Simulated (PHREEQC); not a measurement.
A solution holds 0.012 mol/kgw HF, 3.1e-05 mol/kgw (NH4)2SiF6 and 0.00028 mol/kgw H3PO4, at 25 °C. Closed to the air; pH follows from the charge balance.

Computed with PHREEQC (ion-association model, phreeqc.dat).

```tsv
quantity	before	after
pH	2.58	1.88
ionic strength (mol/kgw)	0.00288	0.0149
HF (mol/kgw)	0.00932	0.0113
F- (mol/kgw)	0.00250	0.000645
HF2- (mol/kgw)	8.94e-5	2.79e-5
```

Q: Which change was made?
(A) 0.014 mol/kgw HCl added
(B) HF from 0.012 to 0.0012 mol/kgw
(C) (NH4)2SiF6 from 3.1e-05 to 4.65e-05 mol/kgw
(D) H3PO4 left out
(E) (NH4)2SiF6 replaced by NH4HF2 at the same molality

A: A, 0.014 mol/kgw HCl added

Precipitation was switched off in this run. SiF6-2 is the database's only silicon fluoride.
